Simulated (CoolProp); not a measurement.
Vapour pressure (bar) of R1234ze(E): the reference equation beside estimates from Tc = 382.5 K, pc = 36.35 bar, ω = 0.313. Clausius-Clapeyron is anchored at 264.8 K with a constant enthalpy of vaporisation of 21.59 kJ/mol.

Values from CoolProp's reference Helmholtz-energy equation of state, Thol 2016.

| T (K) | reference | Clausius-Clapeyron | van der Waals | Redlich-Kwong |
|---|---|---|---|---|
| 248.2 | 0.7753 | 0.8171 | 4.891 | 1.619 |
| 251 | 0.8805 | 0.9183 | 5.196 | 1.797 |
| 253.7 | 0.9924 | 1.025 | 5.502 | 1.982 |
| 256.5 | 1.120 | 1.146 | 5.831 | 2.188 |
| 259.3 | 1.260 | 1.279 | 6.173 | 2.410 |
| 262.1 | 1.413 | 1.423 | 6.528 | 2.647 |
| 264.8 | 1.575 | 1.575 | 6.883 | 2.892 |
| 267.6 | 1.757 | 1.745 | 7.264 | 3.162 |
| 270.4 | 1.955 | 1.929 | 7.659 | 3.451 |
| 273.2 | 2.169 | 2.129 | 8.067 | 3.758 |
| 276 | 2.402 | 2.344 | 8.490 | 4.084 |
| 278.7 | 2.644 | 2.568 | 8.910 | 4.417 |
| 281.5 | 2.915 | 2.817 | 9.361 | 4.782 |

Absolute difference from the reference over all 13 rows, mean and median: Clausius-Clapeyron 2.3 and 2.3 %, van der Waals 351.8 and 337.0 %, Redlich-Kwong 84.7 and 83.6 %.
